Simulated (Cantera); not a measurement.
Input: 1 mol SiCl4, 0.14 mol Cl2, 46 mol H2, equilibrated at 0.100 bar.

Cantera equilibrium calculation (NASA polynomials, part measured and part estimated; ideal gas, pure solids and liquids). Candidate condensed phases: Si; 19 gas species. The tables' values for SiCl3 are old estimates; treat these amounts as uncertain. The numbers say what is thermodynamically allowed, not how fast it happens. All values below are at 700 °C.

Base state: H2 0.966, SiCl4 0.0145, HCl 0.0130, SiHCl3 0.00606, SiH2Cl2 0.000264, SiCl3 0.000238, SiCl2 0.000111 (mole fractions); condensed: gas only.

### Question
What changes in the equilibrium state with this change: SiCl4 replaced by Si2H6?

### Answer
```csv
species,before,after
H2,0.966,0.996
HCl,0.0130,0.00366
SiHCl3,0.00606,0.000330
SiCl4,0.0145,0.000216
SiCl3,0.000238,1.28e-5
SiCl2,0.000111,2.16e-5
"Si(s), mol",0,1.97
```
The feed counts by its element totals alone.
